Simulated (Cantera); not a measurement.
A perfectly stirred reactor is fed with C2H4 : H2 = 1 : 1.9 (molar parts), at 0.900 Torr; it is held at 1675 K, and followed from long to short residence time.

Cantera simulation using GRI-Mech 3.0 (53 species, 325 reactions); the numbers are that mechanism's predictions, not measurements. GRI-Mech 3.0 was tuned for natural gas; its chemistry of ethylene as a main component is partial and can be far from experiment. GRI-Mech 3.0 stops at C3 and has no aromatics, soot or wall deposition, so with more carbon than oxygen in the feed, carbon stays in small species such as C2H2 where larger ones or solid carbon would form. Radical loss at walls, strong at low pressure, is not modelled.

Task: What does this change do: temperature 1675 to 1300 K?

Result: 
| quantity | before | after |
|---|---|---|
| x(C2H4) at τ = 5.80 s | 0.00937 | 0.326 |
| x(H2) at τ = 5.80 s | 0.741 | 0.660 |
| x(C2H6) at τ = 5.80 s | 3.28e-9 | 1.11e-6 |
| x(CH2) at τ = 5.80 s | 1.43e-9 | 5.92e-12 |
| x(CH3) at τ = 5.80 s | 9.81e-8 | 1.91e-9 |
| x(C2H4) at τ = 33.0 ms | 0.315 | 0.345 |
| x(H2) at τ = 33.0 ms | 0.663 | 0.655 |
| x(C2H6) at τ = 33.0 ms | 2.69e-8 | 5.41e-10 |
| x(CH2) at τ = 33.0 ms | 3.93e-9 | <1e-12 |
| x(CH3) at τ = 33.0 ms | 9.97e-9 | <1e-12 |

Task: What does this change do: 0.21 parts H2O added?

Result: 
```tsv
quantity	before	after
x(C2H4) at τ = 5.80 s	0.00937	0.00695
x(H2) at τ = 5.80 s	0.741	0.703
x(C2H6) at τ = 5.80 s	3.28e-9	2.66e-9
x(CH2) at τ = 5.80 s	1.43e-9	4.87e-8
x(CH3) at τ = 5.80 s	9.81e-8	6.06e-6
x(C2H4) at τ = 33.0 ms	0.315	0.290
x(H2) at τ = 33.0 ms	0.663	0.620
x(C2H6) at τ = 33.0 ms	2.69e-8	1.87e-8
x(CH2) at τ = 33.0 ms	3.93e-9	2.75e-9
x(CH3) at τ = 33.0 ms	9.97e-9	9.96e-9
```
